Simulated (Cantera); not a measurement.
**Chlorosilane synthesis and conversion: Si + HCl + H₂**

A closed system holds: 1 mol Si, 1.2 mol HCl, 10 mol H₂, at 1 atm.

Cantera equilibrium calculation (NASA polynomials, part measured and part estimated; ideal gas, pure solids and liquids). Candidate condensed phases: Si; 19 gas species. The tables' values for SiCl₃, SiCl are old estimates; treat these amounts as uncertain. Gases not in the tables: Si₂H₆ and higher silanes. Rates play no part.

From 300 °C to 1300 °C the condensed part is Si(s). At 1500 °C the condensed part is Si(l). The main Si-bearing gas is SiHCl₃ at 300 °C and SiCl₂ at 1500 °C. The share of Si in condensed phases is highest at 1500 °C (79.6 %) and lowest at 300 °C (65.0 %).

```csv
T (°C),log p H₂,log p HCl,log p SiCl₂,log p SiHCl₃,log p SiCl₄,n Si(s),n Si(l)
300,-0.01,-4.91,-10.24,-1.77,-1.83,0.650,0
500,-0.01,-3.21,-6.44,-1.81,-1.81,0.653,0
700,-0.01,-2.23,-4.24,-1.85,-1.82,0.670,0
900,-0.02,-1.62,-2.87,-1.97,-1.94,0.718,0
1100,-0.03,-1.28,-2.08,-2.32,-2.38,0.772,0
1300,-0.03,-1.18,-1.80,-3.03,-3.30,0.785,0
1500,-0.03,-1.15,-1.76,-3.80,-4.28,0,0.796
```
log p: log10 of the partial pressure in bar; n: condensed amount in mol.
